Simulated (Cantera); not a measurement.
# Transport properties of process gases

Gas mixture: 8.28 % N2, 91.7 % NH3, at 0.133 bar, frozen composition.

Cantera's kinetic-theory transport with the Lennard-Jones parameters of GRI-Mech 3.0, ideal gas; thermal conductivity in the multicomponent form. Polar gases are described roughly by these parameters. The composition is frozen, though it would react at the higher temperatures.

| T (K) | ρ (kg/m³) | cp (J/kg/K) | μ (µPa s) | λ (mW/m/K) | Pr | D (cm²/s) CH3 | D (cm²/s) NH3 | D (cm²/s) CO2 |
|---|---|---|---|---|---|---|---|---|
| 400 | 0.0719 | 2111 | 14.7 | 43.6 | 0.710 | 2.96 | 2.91 | 2.12 |
| 550 | 0.0523 | 2371 | 20.0 | 66.9 | 0.709 | 5.35 | 5.22 | 3.91 |
| 700 | 0.0411 | 2618 | 25.1 | 92.5 | 0.711 | 8.26 | 8.02 | 6.13 |
| 850 | 0.0338 | 2834 | 29.9 | 119 | 0.712 | 11.6 | 11.3 | 8.73 |
| 1000 | 0.0288 | 3041 | 34.5 | 147 | 0.714 | 15.4 | 14.9 | 11.7 |
| 1150 | 0.0250 | 3218 | 38.8 | 174 | 0.715 | 19.7 | 19.0 | 14.9 |
| 1300 | 0.0221 | 3375 | 42.8 | 202 | 0.716 | 24.2 | 23.4 | 18.5 |
| 1450 | 0.0198 | 3513 | 46.7 | 229 | 0.717 | 29.2 | 28.1 | 22.3 |
D: mixture-averaged diffusion coefficient of that species in the mixture.
